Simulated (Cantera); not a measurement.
# Equilibrium for roasting and sulfation: MgCO3 + SO3 + CO2

Feed: 1 mol MgCO3, 0.55 mol SO3, 0.18 mol CO2, at 210 Torr.

Cantera equilibrium calculation (NASA polynomials, part measured and part estimated; ideal gas, pure solids and liquids). Candidate condensed phases: C, Mg, MgCO3, MgO, MgS, MgSO4, S; 26 gas species. Mutual solubility and eutectic melting of coexisting phases are not modelled. Rates play no part.

```csv
T (K),x CO2,x SO2,x O2,x SO3,x CO,x O,x SO,n MgO(s),n MgSO4(s)
775,1.00,1.34e-7,6.75e-8,1.03e-9,2.26e-11,<1e-12,<1e-12,0.450,0.550
925,1.000,7.79e-5,3.89e-5,1.20e-6,1.17e-9,<1e-12,<1e-12,0.450,0.550
1075,0.989,0.00728,0.00364,0.000185,2.02e-8,1.50e-10,5.54e-12,0.459,0.541
1225,0.670,0.215,0.107,0.00786,1.20e-7,2.61e-8,1.89e-9,0.842,0.158
1375,0.590,0.271,0.135,0.00396,1.91e-6,4.43e-7,5.41e-8,1.00,0
1525,0.589,0.273,0.136,0.00176,2.13e-5,3.95e-6,7.29e-7,1.00,0
1675,0.589,0.274,0.137,0.000902,0.000154,2.39e-5,6.15e-6,1.00,0
1825,0.588,0.274,0.137,0.000518,0.000796,0.000108,3.65e-5,1.00,0
```
x: gas mole fraction; n: condensed amount in mol.

From 775 K to 1225 K the condensed part is MgO(s) + MgSO4(s). From 1375 K to 1825 K the condensed part is MgO(s).
